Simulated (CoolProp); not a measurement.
n-butane at 298.15 K and 0.0498 MPa is throttled through a valve to 0.0201 MPa with no heat exchange. Each further row changes one setting.

Computed with CoolProp (reference Helmholtz-energy equation of state, Bücker 2006).

```tsv
case	temperature change (K)	final density (kg/m³)
as stated	?	?
outlet pressure 0.00603 MPa	-1.1	0.142
outlet pressure 0.0261 MPa	?	?
```

Question: Some entries are withheld; supply them.

Answer: 
- as stated, temperature change (K): -0.7
- as stated, final density (kg/m³): 0.475
- outlet pressure 0.0261 MPa, temperature change (K): -0.6
- outlet pressure 0.0261 MPa, final density (kg/m³): 0.618
